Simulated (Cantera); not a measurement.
**Diamond growth**

A diamond (100) surface in a fixed gas of H2 with x(CH4) = 0.0047, x(H) = 0.025, x(CH3) = 0.0002, 195 Torr; coverages are run to steady state.

Computed with Cantera and the Harris–Goodwin 1993 mechanism for the reconstructed diamond (100) surface.

| T (K) | growth (µm/h) | θ c6HH | θ c6H* | θ c6*H | θ c6** | θ c6HM |
|---|---|---|---|---|---|---|
| 950 | 21.7 | 0.639 | 0.0153 | 0.332 | 0.00683 | 0.00540 |
| 1000 | 27.7 | 0.593 | 0.0195 | 0.372 | 0.00993 | 0.00437 |
| 1050 | 34.2 | 0.550 | 0.0242 | 0.407 | 0.0139 | 0.00357 |
| 1100 | 41.0 | 0.509 | 0.0292 | 0.439 | 0.0187 | 0.00292 |
| 1150 | 47.4 | 0.471 | 0.0344 | 0.466 | 0.0244 | 0.00238 |
| 1200 | 52.1 | 0.437 | 0.0397 | 0.489 | 0.0311 | 0.00189 |
| 1250 | 53.4 | 0.405 | 0.0451 | 0.509 | 0.0387 | 0.00142 |
| 1300 | 49.7 | 0.376 | 0.0505 | 0.524 | 0.0471 | 0.000972 |
| 1350 | 42.2 | 0.350 | 0.0558 | 0.536 | 0.0563 | 0.000587 |
| 1400 | 34.4 | 0.327 | 0.0610 | 0.546 | 0.0661 | 0.000316 |
θ: site fractions in the mechanism's names (c6HH fully hydrogenated, c6H* and c6*H radical sites, c6** diradical, c6HM methylated).
